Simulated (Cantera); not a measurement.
Input (Python, Cantera):

```python
import numpy as np
import cantera as ct

gas = ct.Solution("gri30.yaml")
gas.TPX = 2600, 2666, {'CH4': 0.0024, 'H2': 1, 'CO2': 0.0038}
reactor = ct.IdealGasConstPressureReactor(gas, energy="off", clone=False)
net = ct.ReactorNet([reactor])
net.rtol, net.atol = 1e-08, 1e-18
show = ['CH4', 'H2', 'CO2', 'C2H4', 'H2O2']
times = np.geomspace(1e-05, 10, 12)

steps = ct.SolutionArray(gas, extra=["t"])
rows = []
print(f"{'t/s':>10s}{'T/K':>9s}{'P/Pa':>11s}" + "".join(f"{s:>11s}" for s in show))
for t in times:
    while net.time < t:
        t_next = net.step()
        steps.append(gas.state, t=t_next)
    rows.append([np.interp(t, steps.t, y) for y in (steps.T, steps.P, *steps(*show).X.T)])
    print(f"{t:10.3e}{rows[-1][0]:9.1f}{rows[-1][1]:11.4g}" + "".join(f"{x:11.3e}" for x in rows[-1][2:]))
rate = np.gradient(steps.T, steps.t)
print("integrator steps:", len(steps.t))
if steps.T.max() > steps.T[0] + 200:
    print(f"time of steepest temperature rise: {steps.t[rate.argmax()]:.4e} s")
gas.TPX = 2600, 2666, {'CH4': 0.0024, 'H2': 1, 'CO2': 0.0038}
gas.equilibrate("TP")
print(f"equilibrium (TP): T = {gas.T:.1f} K  " + "  ".join(f"{s} {gas[s].X[0]:.3e}" for s in show))
```

It prints:

```
       t/s      T/K       P/Pa        CH4         H2        CO2       C2H4       H2O2
 1.000e-05   2600.0       2666  2.359e-03  9.937e-01  3.776e-03  2.659e-10  2.061e-16
 3.511e-05   2600.0       2666  2.343e-03  9.934e-01  3.772e-03  3.706e-09  1.753e-15
 1.233e-04   2600.0       2666  2.301e-03  9.924e-01  3.730e-03  2.889e-08  7.470e-15
 4.329e-04   2600.0       2666  2.164e-03  9.885e-01  3.261e-03  2.292e-07  2.277e-14
 1.520e-03   2600.0       2666  1.752e-03  9.751e-01  6.944e-04  1.205e-06  4.187e-14
 5.337e-03   2600.0       2666  6.133e-04  9.521e-01  2.192e-06  8.732e-07  1.011e-13
 1.874e-02   2600.0       2666  6.906e-05  9.268e-01  2.122e-06  8.871e-08  1.488e-13
 6.579e-02   2600.0       2666  9.284e-06  8.794e-01  1.557e-06  7.207e-09  9.985e-14
 2.310e-01   2600.0       2666  1.262e-11  8.060e-01  1.260e-06  1.983e-15  1.198e-13
 8.111e-01   2600.0       2666  3.822e-12  7.837e-01  1.251e-06  4.693e-19  1.405e-13
 2.848e+00   2600.0       2666  3.812e-12  7.836e-01  1.251e-06  4.676e-19  1.406e-13
 1.000e+01   2600.0       2666  3.812e-12  7.836e-01  1.251e-06  4.676e-19  1.406e-13
integrator steps: 1836
equilibrium (TP): T = 2600.0 K  CH4 3.946e-12  H2 7.836e-01  CO2 1.251e-06  C2H4 4.839e-19  H2O2 1.406e-13
```

Detailed kinetics in Cantera: GRI-Mech 3.0 (53 species, 325 reactions). Radical loss at walls, strong at low pressure, is not modelled.
